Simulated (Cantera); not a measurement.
Feed: 1 mol C₂H₄, 4.5 mol H₂, 0.0094 mol O₂, held at 1602 °C and 35300 Torr.

Method: chemical equilibrium by Gibbs-energy minimisation in Cantera with the NASA 1993 tables (ideal gas, pure condensed phases). Candidate condensed phases: C, C₆H₆, C₇H₈, C₈H₁₈, H₂O; 110 gas species. The ideal-gas law is rough above about 30 bar. The numbers say what is thermodynamically allowed, not how fast it happens.

Base state: H₂ 0.970, CH₄ 0.0268, CO 0.00294, C₂H₂ (acetylene) 0.000307, C₂H₄ 0.000199, H 9.41e-5, CH₃ 5.22e-5, H₂O 2.67e-5 (mole fractions); condensed: C(graphite).

What changes in the equilibrium state with this change: O₂ from 0.0094 to 0.21 mol?


```tsv
species	before	after
H₂	0.970	0.913
CO	0.00294	0.0616
CH₄	0.0268	0.0238
H₂O	2.67e-5	0.000528
C₂H₄	0.000199	0.000177
C(graphite), mol	1.80	1.42
```
